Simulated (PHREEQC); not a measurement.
Make-up at 20 °C: 2.5 mmol/kgw K2CO3, 0.013 mmol/kgw H4SiO4 and 0.27 mmol/kgw KH2PO4. Closed to the air; pH follows from the charge balance.

Computed with PHREEQC (ion-association model, phreeqc.dat).

### Question
The ionic strength comes out as 0.00739 mol/kgw. What activity coefficients do OH-, PO4-3, H3SiO4-, KHPO4-, CO3-2 get?

### Answer
OH- 0.91, PO4-3 0.44, H3SiO4- 0.91, KHPO4- 0.92, CO3-2 0.71.

No solid was allowed to form.
